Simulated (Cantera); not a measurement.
Charge: 1 mol Si3N4, a varied amount of Cl2, 5 mol H2, at 0.100 bar.

Points: T (K) = 750, 850, 950, 1050, 1150, 1250, 1350, 1450, 1550, 1650, 1750, 1850, 1950; n(Cl2) (mol) = 1.2, 1.4, 1.6, 1.9, 2.2, 2.6, 3.1, 3.7, 4.3, 5.1, 6.

Cantera's Mixture.equilibrate('TP', solver="vcs", rtol=1e-11, max_steps=5000) on the NASA tables stopped like this:

```
ERROR: FAILURE its = 5001!

*******************************************************************************
CanteraError thrown by MultiPhase::equilibrate:
VCS solver failed. Return code: -1
*******************************************************************************
```

Q: What got this run through?

A: Several could match; the one computed here: The failure is numerical, not chemical. The same input converged with solver="gibbs", rtol=1e-10, max_steps=50000, and the result passed a check of the equilibrium conditions:
```
    750        1.2  Si3N4(a)
    750        1.4  Si3N4(a)
    750        1.6  Si3N4(a)
    750        1.9  Si3N4(a)
    750        2.2  Si3N4(a)
    750        2.6  Si3N4(a)
    750        3.1  Si3N4(a)
    750        3.7  Si3N4(a)
    750        4.3  Si3N4(a)
    750        5.1  Si3N4(a)
    750          6  Si3N4(a)
    850        1.2  Si3N4(a)
    850        1.4  Si3N4(a)
    850        1.6  Si3N4(a)
    850        1.9  Si3N4(a)
    850        2.2  Si3N4(a)
    850        2.6  Si3N4(a)
    850        3.1  Si3N4(a)
    850        3.7  Si3N4(a)
    850        4.3  Si3N4(a)
    850        5.1  Si3N4(a)
    850          6  Si3N4(a)
    950        1.2  Si3N4(a)
    950        1.4  Si3N4(a)
    950        1.6  Si3N4(a)
    950        1.9  Si3N4(a)
    950        2.2  Si3N4(a)
    950        2.6  Si3N4(a)
    950        3.1  Si3N4(a)
    950        3.7  Si3N4(a)
    950        4.3  Si3N4(a)
    950        5.1  Si3N4(a)
    950          6  Si3N4(a)
   1050        1.2  Si3N4(a)
   1050        1.4  Si3N4(a)
   1050        1.6  Si3N4(a)
   1050        1.9  Si3N4(a)
   1050        2.2  Si3N4(a)
   1050        2.6  Si3N4(a)
   1050        3.1  Si3N4(a)
   1050        3.7  Si3N4(a)
   1050        4.3  Si3N4(a)
   1050        5.1  Si3N4(a)
   1050          6  Si3N4(a)
   1150        1.2  Si3N4(a)
   1150        1.4  Si3N4(a)
   1150        1.6  Si3N4(a)
   1150        1.9  Si3N4(a)
   1150        2.2  Si3N4(a)
   1150        2.6  Si3N4(a)
   1150        3.1  Si3N4(a)
   1150        3.7  Si3N4(a)
   1150        4.3  Si3N4(a)
   1150        5.1  Si3N4(a)
   1150          6  Si3N4(a)
   1250        1.2  Si3N4(a)
   1250        1.4  Si3N4(a)
   1250        1.6  Si3N4(a)
   1250        1.9  Si3N4(a)
   1250        2.2  Si3N4(a)
   1250        2.6  Si3N4(a)
   1250        3.1  Si3N4(a)
   1250        3.7  Si3N4(a)
   1250        4.3  Si3N4(a)
   1250        5.1  Si3N4(a)
   1250          6  Si3N4(a)
   1350        1.2  Si3N4(a)
   1350        1.4  Si3N4(a)
   1350        1.6  Si3N4(a)
   1350        1.9  Si3N4(a)
   1350        2.2  Si3N4(a)
   1350        2.6  Si3N4(a)
   1350        3.1  Si3N4(a)
   1350        3.7  Si3N4(a)
   1350        4.3  Si3N4(a)
   1350        5.1  Si3N4(a)
   1350          6  Si3N4(a)
   1450        1.2  Si3N4(a)
   1450        1.4  Si3N4(a)
   1450        1.6  Si3N4(a)
   1450        1.9  Si3N4(a)
   1450        2.2  Si3N4(a)
   1450        2.6  Si3N4(a)
   1450        3.1  Si3N4(a)
   1450        3.7  Si3N4(a)
   1450        4.3  Si3N4(a)
   1450        5.1  Si3N4(a)
   1450          6  Si3N4(a)
   1550        1.2  Si3N4(a)
   1550        1.4  Si3N4(a)
   1550        1.6  Si3N4(a)
   1550        1.9  Si3N4(a)
   1550        2.2  Si3N4(a)
   1550        2.6  Si3N4(a)
   1550        3.1  Si3N4(a)
   1550        3.7  Si3N4(a)
   1550        4.3  Si3N4(a)
   1550        5.1  Si3N4(a)
   1550          6  Si3N4(a)
   1650        1.2  Si3N4(a)
   1650        1.4  Si3N4(a)
   1650        1.6  Si3N4(a)
   1650        1.9  Si3N4(a)
   1650        2.2  Si3N4(a)
   1650        2.6  Si3N4(a)
   1650        3.1  Si3N4(a)
   1650        3.7  Si3N4(a)
   1650        4.3  Si3N4(a)
   1650        5.1  Si3N4(a)
   1650          6  gas only
   1750        1.2  Si3N4(a)
   1750        1.4  Si3N4(a)
   1750        1.6  Si3N4(a)
   1750        1.9  Si3N4(a)
   1750        2.2  Si3N4(a)
   1750        2.6  Si3N4(a)
   1750        3.1  Si3N4(a)
   1750        3.7  Si3N4(a)
   1750        4.3  Si3N4(a)
   1750        5.1  gas only
   1750          6  gas only
   1850        1.2  Si(L) + Si3N4(a)
   1850        1.4  Si(L) + Si3N4(a)
   1850        1.6  Si(L) + Si3N4(a)
   1850        1.9  Si(L) + Si3N4(a)
   1850        2.2  Si(L) + Si3N4(a)
   1850        2.6  Si(L) + Si3N4(a)
   1850        3.1  Si(L) + Si3N4(a)
   1850        3.7  Si(L)
   1850        4.3  gas only
   1850        5.1  gas only
   1850          6  gas only
   1950        1.2  Si(L)
   1950        1.4  Si(L)
   1950        1.6  Si(L)
   1950        1.9  Si(L)
   1950        2.2  Si(L)
   1950        2.6  Si(L)
   1950        3.1  Si(L)
   1950        3.7  Si(L)
   1950        4.3  gas only
   1950        5.1  gas only
   1950          6  gas only
```

The gas is ideal and each condensed phase is pure. Mutual solubility and eutectic melting of coexisting phases are not modelled. The tables' values for SiCl3 are old estimates.
